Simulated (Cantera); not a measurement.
Cantera with NASA thermochemical tables; ideal gases at 1 bar, condensed phases pure. Values are per mole of reaction as written; species without (g) are pure solids or liquids, kept so even where they would boil at 1 bar.

6 B2O3(g) + 2 BN = 7 B2O2(g) + 2 NO2(g)

```tsv
T (K)	ΔH° (kJ)	ΔS° (J/K)	ΔG° (kJ)	log10 K
300	2393.9	446.6	2259.9	-393.47
725	2398.4	458.6	2065.9	-148.84
800	2398.0	458.1	2031.6	-132.65
875	2397.5	457.4	1997.2	-119.23
950	(withheld)	(withheld)	(withheld)	(withheld)
1025	2395.8	455.6	1928.8	-98.29
1100	2394.8	454.7	1894.6	-89.97
1175	2393.7	453.7	1860.6	-82.71
1250	2392.5	452.7	1826.6	-76.33
1325	2391.3	451.8	1792.7	-70.67
1400	(withheld)	(withheld)	(withheld)	(withheld)
```

Question: What belongs in the gaps?

Answer: 
- 950, ΔH° (kJ): 2396.7
- 950, ΔS° (J/K): 456.6
- 950, ΔG° (kJ): 1963.0
- 950, log10 K: -107.93
- 1400, ΔH° (kJ): 2390.0
- 1400, ΔS° (J/K): 450.9
- 1400, ΔG° (kJ): 1758.8
- 1400, log10 K: -65.62
